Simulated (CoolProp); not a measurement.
A Linde-Hampson liquefier for normal hydrogen: isothermal reversible compression at 280 K from 1 atm to 10 MPa, throttling to 1 atm, return gas leaving the recuperator 10 K below the feed. Each further row changes one setting.

The numbers come from the reference Helmholtz-energy equation of state, Leachman 2009 in CoolProp.

| case | compression work (kJ/kg of gas) |
|---|---|
| as stated | 5370 |
| high pressure 20 MPa | 6250 |
| warm-end temperature 310 K | 5940 |
| warm-end gap 15 K | 5370 |
